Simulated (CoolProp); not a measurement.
Vapour-liquid equilibrium of R22 (1) + dimethyl ether (2) at 259.7 K; x and y are mole fractions of (1).

Computed with CoolProp (multi-fluid Helmholtz-energy mixture model, Kamei 1995 and Wu 2011; pair parameters Bell 2016).

| x | bubble pressure (MPa) | y at the bubble point | dew pressure at overall composition x (MPa) | liquid density (mol/L) |
|---|---|---|---|---|
| 0.05 | 0.1598 | 0.039 | 0.1593 | [?] |
| 0.15 | 0.1564 | 0.132 | 0.1560 | 15.70 |
| 0.25 | 0.1549 | 0.249 | 0.1549 | 15.75 |
| 0.35 | 0.1568 | 0.390 | 0.1559 | 15.78 |
| 0.45 | [?] | 0.543 | 0.1589 | 15.79 |
| 0.55 | 0.1776 | 0.692 | 0.1643 | 15.78 |
| 0.65 | 0.1993 | 0.817 | 0.1728 | 15.75 |
| 0.75 | 0.2285 | [?] | 0.1861 | 15.69 |
| 0.85 | 0.2628 | 0.962 | 0.2082 | 15.58 |
| 0.95 | 0.2977 | [?] | 0.2537 | 15.43 |

Question: Some entries are withheld; supply them.

Answer: 
- 0.05, liquid density (mol/L): 15.65
- 0.45, bubble pressure (MPa): 0.1638
- 0.75, y at the bubble point: 0.906
- 0.95, y at the bubble point: 0.992

y crosses x between x = 0.25 and 0.35: the model has an azeotrope there.

The pair parameters rest on a limited set of measurements; away from them the model extrapolates.
